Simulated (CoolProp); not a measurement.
Vapour-liquid equilibrium of R125 (1) + cyclopropane (2) at 295.8 K; x and y are mole fractions of (1).

The numbers come from the multi-fluid Helmholtz-energy mixture model, Lemmon 2005 and Polt 1992; pair parameters Bell 2016 in CoolProp. This equation is an older, rougher fit; its heat capacities, sound speeds and derivatives of the liquid may be far off and weren't checked against measurements.

Give the bubble pressure and the first vapour's composition at x = 0.125, 0.275, 0.35. Is there an azeotrope?

x = 0.125: 0.9669 MPa, y = 0.338; x = 0.275: 1.148 MPa, y = 0.488; x = 0.35: 1.204 MPa, y = 0.535. y crosses x between x = 0.725 and 0.8: the model has an azeotrope there.

Pair parameters are fitted to limited data, so mixtures are less certain than the pure fluids.
